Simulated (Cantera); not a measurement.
Input: 1 mol borazine, a varied amount of H₂, 0.18 mol H₂O, equilibrated at 10000 Pa.

These are equilibrium values from Cantera (NASA tables, ideal gas, pure condensed phases), not measurements of a reactor. Candidate condensed phases: B, BN, B₂O₃, B₃O₃H₃, H₂O; 39 gas species. The feed counts by its element totals alone. Mutual solubility and eutectic melting of coexisting phases are not modelled. Rates play no part.

Stable condensed phases, one row left out:

```
T in K \ n(H₂) in mol
          11  24  36  48  60  72  85  97 110
   2225    A   A   A   A   B   B   B   B   B
   2175    A   A   A   A   A   A   A   A   B
   2150    A   A   A   A   A   A   A   A   A
   2125    A   A   A   A   A   A   A   A   A
   2100    C   A   A   A   A   A   A   A   A
   2075    C   C   A   A   A   A   A   A   A
   2050    C   C   C   A   A   A   A   A   A
   2025    C   C   C   C   A   A   A   A   A
   2000    C   C   C   C   C   C   C   A   A
   1975    C   C   C   C   C   C   C   C   C
   1950    C   C   C   C   C   C   C   C   C
```

A: B + BN; B: B; C: BN.

Problem. Give the row for 2200 K.

Solution. 11: B + BN; 24: B + BN; 36: B + BN; 48: B + BN; 60: B + BN; 72: B + BN; 85: B; 97: B; 110: B.
